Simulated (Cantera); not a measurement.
What does this Cantera script print?

```python
import numpy as np
import cantera as ct

gas = ct.Solution("gri30.yaml")
gas.TPX = 500, 1000000, {'C2H6': 1, 'O2': 3.18, 'N2': 19.7, 'H2O': 1.4}
inlet = ct.Reservoir(gas, clone=True)
gas.equilibrate("HP")  # start burning
reactor = ct.IdealGasConstPressureReactor(gas, energy="on", clone=False)
exhaust = ct.Reservoir(gas, clone=True)
tau = [0.063, 0.028, 0.013, 0.0057, 0.0026, 0.0012, 0.00052, 0.00023, 0.0001, 4.7e-05, 2.1e-05, 9.5e-06, 4.3e-06][0]
for a, b in ((inlet, reactor), (reactor, exhaust)):
    ct.MassFlowController(a, b, mdot=lambda t: reactor.mass / tau)
net = ct.ReactorNet([reactor])
show = ['C2H6', 'O2', 'CO2', 'C2H2', 'NO2', 'H2O', 'NO']

rows = []
print(f"{'tau/s':>10s}{'T/K':>9s}" + "".join(f"{s:>11s}" for s in show))
for tau in [0.063, 0.028, 0.013, 0.0057, 0.0026, 0.0012, 0.00052, 0.00023, 0.0001, 4.7e-05, 2.1e-05, 9.5e-06, 4.3e-06]:
    net.initial_time = 0.0
    net.advance(30 * tau)
    before = gas.X
    net.advance(40 * tau)
    drift = np.max(np.abs(gas.X - before) / (gas.X + 1e-9))
    rows.append([gas.T, *gas[show].X, drift])
    print(f"{tau:10.3e}{gas.T:9.1f}" + "".join(f"{x:11.3e}" for x in gas[show].X))
```

It prints:

```
     tau/s      T/K       C2H6         O2        CO2       C2H2        NO2        H2O         NO
 6.300e-02   1828.1  1.534e-06  2.109e-04  6.166e-02  1.126e-04  1.804e-09  1.589e-01  2.579e-05
 2.800e-02   1825.9  2.740e-06  3.338e-04  6.151e-02  1.493e-04  3.265e-09  1.588e-01  3.153e-05
 1.300e-02   1822.8  4.718e-06  5.270e-04  6.125e-02  1.886e-04  5.513e-09  1.587e-01  3.676e-05
 5.700e-03   1817.3  8.572e-06  8.872e-04  6.076e-02  2.393e-04  9.253e-09  1.585e-01  4.109e-05
 2.600e-03   1808.3  1.564e-05  1.507e-03  5.990e-02  3.018e-04  1.430e-08  1.582e-01  4.205e-05
 1.200e-03   1792.5  3.015e-05  2.658e-03  5.827e-02  3.878e-04  2.019e-08  1.577e-01  3.701e-05
 5.200e-04   1755.6  7.282e-05  5.468e-03  5.428e-02  5.326e-04  2.400e-08  1.565e-01  2.120e-05
 2.300e-04    500.0  3.956e-02  1.258e-01  7.238e-16  1.106e-17  8.117e-20  5.538e-02  3.254e-22
 1.000e-04    500.0  3.956e-02  1.258e-01  1.231e-19  1.882e-21  1.381e-23  5.538e-02  5.535e-26
 4.700e-05    500.0  3.956e-02  1.258e-01  7.778e-21  1.189e-22  8.723e-25  5.538e-02  3.496e-27
 2.100e-05    500.0  3.956e-02  1.258e-01  4.913e-22  7.509e-24  5.510e-26  5.538e-02  2.209e-28
 9.500e-06    500.0  3.956e-02  1.258e-01  3.103e-23  4.743e-25  3.480e-27  5.538e-02  1.395e-29
 4.300e-06    500.0  3.956e-02  1.258e-01  1.960e-24  2.996e-26  2.198e-28  5.538e-02  8.812e-31
```

Model: GRI-Mech 3.0 (53 species, 325 reactions), integrated in Cantera.
